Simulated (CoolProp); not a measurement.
n-perfluorobutane along the isotherm 176.85 °C: Z from the reference equation and from simpler models built on Tc = 113.2 °C, pc = 2.322 MPa, ω = 0.372; each cubic takes its own stable root.

Values from CoolProp's reference Helmholtz-energy equation of state, Gao 2022.

```tsv
p (MPa)	phase	reference
0.0184	gas	0.9985
0.0326	gas	0.9974
0.0581	gas	0.9954
0.103	gas	0.9918
0.184	gas	0.9853
0.326	gas	0.9738
0.581	gas	0.9526
1.03	gas	0.9138
1.84	gas	0.8390
3.26	supercritical	0.7003
5.81	supercritical	0.5459
```

Task: How far does each simpler model (van der Waals, Redlich-Kwong, Soave-Redlich-Kwong, Peng-Robinson) lie from the reference over these 11 states: mean and median of the absolute difference, and the worst?

Result: 
- van der Waals: mean 1.6 %, median 0.3 %, worst -12.3 % at 176.85 °C and 3.26 MPa
- Redlich-Kwong: mean 1.7 %, median 0.5 %, worst -7.6 % at 176.85 °C and 3.26 MPa
- Soave-Redlich-Kwong: mean 1.3 %, median 0.1 %, worst +10.9 % at 176.85 °C and 5.81 MPa
- Peng-Robinson: mean 1.1 %, median 0.5 %, worst +3.7 % at 176.85 °C and 5.81 MPa
